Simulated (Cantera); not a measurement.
A closed system holds: 1 mol SiH2Cl2, 0.2 mol N2O, 44 mol N2, at 6.80e-5 bar.

Method: chemical equilibrium by Gibbs-energy minimisation in Cantera with the NASA 1993 tables (ideal gas, pure condensed phases). Candidate condensed phases: H2O, NH4Cl, Si, SiO2, Si2N2O, Si3N4; 47 gas species. Mutual solubility and eutectic melting of coexisting phases are not modelled. The tables' values for SiCl, SiCl3, SiN are old estimates; treat these amounts as uncertain. The numbers say what is thermodynamically allowed, not how fast it happens.

log p: log10 of the partial pressure in bar; n: condensed amount in mol.

| T (°C) | log p N2 | log p HCl | log p SiCl2 | log p H2 | log p SiO | log p Si | n Si2N2O(s) | n Si3N4(s) |
|---|---|---|---|---|---|---|---|---|
| 452 | -4.19 | -5.65 | -14.29 | -6.44 | <-16 | <-16 | 0.200 | 0.159 |
| 527 | -4.19 | -5.63 | -12.40 | -6.50 | <-16 | <-16 | 0.200 | 0.165 |
| 602 | -4.19 | -5.62 | -10.84 | -6.55 | <-16 | <-16 | 0.200 | 0.168 |
| 677 | -4.19 | -5.61 | -9.53 | -6.59 | <-16 | <-16 | 0.200 | 0.171 |
| 752 | -4.19 | -5.60 | -8.42 | -6.62 | -15.51 | <-16 | 0.200 | 0.172 |
| 827 | -4.19 | -5.60 | -7.49 | -6.63 | -13.47 | <-16 | 0.200 | 0.169 |
| 902 | -4.19 | -5.62 | [?] | [?] | [?] | [?] | 0.200 | [?] |
| 977 | -4.19 | -5.68 | -6.41 | -6.36 | -10.15 | -12.89 | 0.200 | 0.106 |
| 1052 | -4.19 | -5.79 | -6.19 | -6.18 | -8.77 | -11.25 | 0.199 | 0.0518 |
| 1127 | -4.19 | [?] | [?] | [?] | [?] | [?] | [?] | [?] |
| 1202 | -4.19 | -6.10 | -5.97 | -5.97 | -6.53 | -8.48 | 0 | 0.0229 |
| 1277 | -4.19 | -6.19 | -5.95 | -5.95 | -6.53 | -7.51 | 0 | 0 |
| 1352 | -4.19 | -6.13 | -5.98 | -5.98 | -6.53 | -7.04 | 0 | 0 |
| 1427 | -4.19 | -6.04 | -6.03 | -6.03 | -6.54 | -6.70 | 0 | 0 |

Task: What belongs in the gaps?

Result: 
- 902, log p SiCl2: -6.80
- 902, log p H2: -6.55
- 902, log p SiO: -11.70
- 902, log p Si: -14.74
- 902, n Si3N4(s): 0.149
- 1127, log p HCl: -5.93
- 1127, log p SiCl2: -6.05
- 1127, log p H2: -6.05
- 1127, log p SiO: -7.55
- 1127, log p Si: -9.79
- 1127, n Si2N2O(s): 0.181
- 1127, n Si3N4(s): 0.00537
